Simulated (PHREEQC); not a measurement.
Make-up at 25 °C: 0.0022 mol NaHSO4, 0.00086 mol Na2SO4 and 0.0091 mol LiCl per kg of water. Closed to the air; pH follows from the charge balance.

Computed with PHREEQC (ion-association model, wateq4f.dat).

| quantity | before | after |
|---|---|---|
| pH | 2.77 | 2.79 |
| ionic strength (mol/kgw) | 0.0175 | 0.0199 |
| HSO4- (mol/kgw) | 0.000300 | 0.000363 |
| LiSO4- (mol/kgw) | 6.33e-5 | 7.89e-5 |
| NaSO4- (mol/kgw) | 3.10e-5 | 5.56e-5 |
| SI of Halite (NaCl) | -6.15 | -6.00 |
| SI of Mirabilite (Na2SO4:10H2O) | -6.62 | -6.21 |

### Question
What was changed between the two runs?
(A) Na2SO4 replaced by Na2SiF6 at the same molality
(B) NaHSO4 left out
(C) Na2SO4 from 0.00086 to 0.00172 mol/kgw
(D) Na2SO4 from 0.00086 to 0.0043 mol/kgw

### Answer
C, Na2SO4 from 0.00086 to 0.00172 mol/kgw

No solid was allowed to form.
